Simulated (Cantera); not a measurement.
Premixed flame

A freely propagating, adiabatic, planar premixed flame of CH3OH : O2 : N2 = 1 : 1.15 : 4.34 (molar parts), equivalence ratio 1.3, unburnt at 300 K and 458 Torr; multicomponent transport, grid criteria slope 0.08 and curve 0.16, no radiation.

Detailed kinetics in Cantera: GRI-Mech 3.0 (53 species, 325 reactions). GRI-Mech 3.0 was tuned for natural gas; its chemistry of methanol as a main component is partial and can be far from experiment. Burning velocities carry a grid error of a few per cent, more on coarse grids.

| z (mm) | T (K) | u (m/s) | x CH3OH | x O2 | x C2H6 | x HCN | x CH3 | x O |
|---|---|---|---|---|---|---|---|---|
| -1.29 | 300 | 0.566 | 0.154 | 0.177 | <1e-8 | <1e-8 | <1e-8 | <1e-8 |
| -0.858 | 302 | 0.572 | 0.153 | 0.176 | <1e-8 | <1e-8 | <1e-8 | <1e-8 |
| -0.643 | 310 | 0.592 | 0.152 | 0.174 | <1e-8 | <1e-8 | <1e-8 | <1e-8 |
| -0.429 | 387 | 0.750 | 0.147 | 0.166 | 2.49e-8 | <1e-8 | <1e-8 | <1e-8 |
| -0.214 | 824 | 1.67 | 0.109 | 0.129 | 3.71e-7 | 8.53e-8 | 3.59e-7 | 5.95e-8 |
| -0.107 | 1225 | 2.58 | 0.0601 | 0.0919 | 9.49e-7 | 1.99e-7 | 1.91e-5 | 6.40e-6 |
| 0 | 1618 | 3.54 | 0.00973 | 0.0528 | 1.32e-6 | 3.91e-7 | 0.000262 | 0.000292 |
| 0.107 | 1755 | 3.87 | 0.000155 | 0.0293 | 1.39e-7 | 4.99e-7 | 0.000122 | 0.00149 |
| 0.214 | 1793 | 3.94 | 5.46e-7 | 0.0161 | <1e-8 | 3.70e-7 | 1.20e-5 | 0.00215 |
| 0.429 | 1836 | 4.00 | <1e-8 | 0.00713 | <1e-8 | 1.53e-7 | 1.67e-7 | 0.00217 |
| 0.858 | 1883 | 4.08 | <1e-8 | 0.00426 | <1e-8 | 3.00e-8 | <1e-8 | 0.00173 |
| 1.72 | 1936 | 4.18 | <1e-8 | 0.00292 | <1e-8 | <1e-8 | <1e-8 | 0.00120 |
| 3.43 | 1990 | 4.28 | <1e-8 | 0.00174 | <1e-8 | <1e-8 | <1e-8 | 0.000688 |
x: mole fraction of selected species; z is measured from the peak of heat release.

| Item | Result |
|---|---|
| laminar burning velocity | 56.5 cm/s |
| thermal thickness | 0.429 mm |
| peak x(C2H6) | 1.41e-6 |
| peak x(HCN) | 5.04e-7 |
| peak x(CH3) | 0.000296 |
| peak x(O) | 0.00225 |
